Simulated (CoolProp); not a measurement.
Vapour-liquid equilibrium of ethane (1) + propane (2) at 0.239 MPa; x and y are mole fractions of (1).

Computed with CoolProp (multi-fluid Helmholtz-energy mixture model, Bücker 2006 and Lemmon 2009; pair parameters Kunz 2012).

Question: Give the bubble temperature and the first vapour's composition at x = 0.05, 0.25, 0.35. Is there an azeotrope?

Answer: x = 0.05: -26.1 °C, y = 0.213; x = 0.25: -42.4 °C, y = 0.668; x = 0.35: -48.3 °C, y = 0.777. No azeotrope shows between x = 0.05 and 0.95.

Pair parameters are fitted to limited data, so mixtures are less certain than the pure fluids.
